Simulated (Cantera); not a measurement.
Input: 1 mol CH₃SiCl₃, 1.2 mol C₂H₄, 41 mol H₂, equilibrated at 2177 °C and 0.133 bar.

These are equilibrium values from Cantera (NASA tables, ideal gas, pure condensed phases), not measurements of a reactor. Candidate condensed phases: C, C₆H₆, C₇H₈, C₈H₁₈, Si, SiC; 109 gas species. The feed counts by its element totals alone. The tables' values for SiCl are old estimates; treat these amounts as uncertain. Gases not in the tables: Si₂H₆ and higher silanes. The numbers say what is thermodynamically allowed, not how fast it happens.

Base state: H₂ 0.872, HCl 0.0570, H 0.0514, C₂H₂ (acetylene) 0.00761, Si 0.00517, Cl 0.00238, SiCl₂ 0.00122, SiC₂ 0.00116 (mole fractions); condensed: C(graphite) + SiC(s).

### Question
What changes in the equilibrium state with this change: H₂ from 41 to 2.8 mol?

### Answer
```tsv
species	before	after
H₂	0.872	0.628
HCl	0.0570	0.263
H	0.0514	0.0436
SiCl₂	0.00122	0.0360
Cl	0.00238	0.0130
SiCl₃	1.73e-6	0.000280
SiCl	0.000580	0.00316
C₂HCl	5.25e-6	2.42e-5
CH₄	1.65e-5	8.56e-6
CH₃	1.77e-5	1.08e-5
C(graphite), mol	2.00	2.69
SiC(s), mol	0.513	0.594
```
The tables' values for SiCl, SiCl₃ are old estimates; treat these amounts as uncertain.

### Question
What changes in the equilibrium state with this change: temperature from 2177 °C to 1850 °C?

### Answer
```csv
species,before,after
H₂,0.872,0.925
HCl,0.0570,0.0623
H,0.0514,0.00945
C₂H₂ (acetylene),0.00761,0.00153
SiCl₂,0.00122,0.000738
Si₂,2.72e-5,1.24e-7
SiC₂,0.00116,7.61e-6
"C(graphite), mol",2.00,2.30
"SiC(s), mol",0.513,0.956
```
